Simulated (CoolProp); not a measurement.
Vapour-liquid equilibrium of carbon dioxide (1) + sulfur dioxide (2) at 239.7 K; x and y are mole fractions of (1).

Model: multi-fluid Helmholtz-energy mixture model, Span 1996 and Gao 2016; pair parameters Bell 2016, in CoolProp.

```tsv
x	bubble pressure (kPa)	y at the bubble point	dew pressure at overall composition x (kPa)	liquid density (mol/L)
0.05	111.9	0.727	33.13	23.87
0.15	268.4	0.893	36.99	24.09
0.25	414.7	0.936	41.86	24.29
0.35	547.9	0.955	48.19	24.49
0.45	667.7	0.967	56.78	24.66
0.55	776.2	0.974	69.08	24.80
0.65	877.6	0.980	88.18	24.91
0.75	977.3	0.986	121.8	24.96
0.85	1082	0.991	196.9	24.95
0.95	1201	0.997	503.5	24.86
```

No azeotrope shows between x = 0.05 and 0.95.

Pair parameters are fitted to limited data, so mixtures are less certain than the pure fluids. The gap from Raoult's law changes sign with composition, which may be real or a fault of the pair parameters; it wasn't checked against measurements.
